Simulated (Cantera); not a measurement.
Input (Python, Cantera) and output of one run.

```python
import numpy as np
import cantera as ct

gas_names = [...]  # 127 gases of nasa_gas.yaml made of C, Fe, H, O, S
cond_names = """
    C(gr) C6H6(L) C7H8(L) C8H18(L),n-octa Fe(a) Fe(c) Fe(d) Fe(L) FeC5O5(L) FeO(s) FeO(L) Fe(OH)2(s)
    Fe(OH)3(s) FeS(a) FeS(b) FeS(c) FeS(L) FeSO4(s) FeS2(s) Fe2O3(s) Fe2S3O12(s) Fe3O4(s) H2O(s) H2O(L)
    H2SO4(L) S(cr1) S(cr2) S(L)
""".split()


# ... load() reads the species with a 1 bar reference pressure and builds the phases ...
atoms = {
    'FeS': {'Fe': 1, 'S': 1},
    'H2S': {'H': 2, 'S': 1},
    'CO2': {'C': 1, 'O': 2},
}
top_T = {'C(gr)': 4500, 'FeSO4(s)': 950, 'FeS2(s)': 1010, 'Fe2O3(s)': 1830, 'Fe2S3O12(s)': 1100, 'Fe3O4(s)': 1870}  # K; cautious upper limits of use, not melting points


# ... equilibrate(T, P, feed) seeds the gas with the atoms and calls Mixture.equilibrate('TP', solver="vcs", rtol=1e-11, max_steps=5000) ...
results = []
feed = {'FeS': 1, 'H2S': 1.8, 'CO2': 0.2}  # mol
P = 1000  # Pa
for T in [750, 800, 850, 900, 950, 1000, 1050, 1100, 1150, 1200, 1250, 1300, 1350]:
    mix = equilibrate(T, P, feed)
    results.append((T, P, feed, dict(zip(mix.species_names, mix.species_moles))))

top = {s: max(r[3][s] / sum(r[3][g] for g in gas_names) for r in results) for s in gas_names}
cols = sorted((s for s in top if top[s] > 0.001), key=lambda s: -top[s])[:5]
seen = [c for c in cond_names if any(r[3].get(c, 0) > 1e-12 for r in results)]
print("log10 of partial pressures in bar; condensed amounts in mol")
print(f"{'T/K':>10s}" + "".join(f"{s[:9]:>10s}" for s in cols + seen))
for T, P, feed, n in results:
    ng = sum(n[g] for g in gas_names)
    print(f"{T:10.4g}" + "".join(f"{np.log10(max(n[s] / ng * P / 1e5, 1e-99)):10.3f}" for s in cols)
          + "".join(f"{n.get(c, 0):10.4g}" for c in seen))
```

Output:

```
log10 of partial pressures in bar; condensed amounts in mol
       T/K       H2S        H2        S2       H2O        CO    FeS(c)   FeS2(s)
       750    -2.098    -3.166    -5.240    -3.486    -3.638    0.8196    0.1804
       800    -2.088    -3.387    -4.005    -3.478    -3.712    0.9178   0.08218
       850    -2.105    -3.336    -3.457    -3.421    -3.627         1         0
       900    -2.133    -3.147    -3.280    -3.339    -3.474         1         0
       950    -2.170    -2.983    -3.133    -3.273    -3.363         1         0
      1000    -2.215    -2.843    -3.010    -3.225    -3.285         1         0
      1050    -2.271    -2.725    -2.909    -3.192    -3.233         1         0
      1100    -2.335    -2.628    -2.826    -3.171    -3.200         1         0
      1150    -2.408    -2.548    -2.759    -3.161    -3.181         1         0
      1200    -2.489    -2.485    -2.705    -3.156    -3.171         1         0
      1250    -2.575    -2.435    -2.663    -3.156    -3.166         1         0
      1300    -2.666    -2.396    -2.630    -3.158    -3.164         1         0
      1350    -2.758    -2.366    -2.605    -3.160    -3.164         1         0
```

Method: chemical equilibrium by Gibbs-energy minimisation in Cantera with the NASA 1993 tables (ideal gas, pure condensed phases). FeS: taken at fixed stoichiometry. Gases not in the tables: S3 to S7.
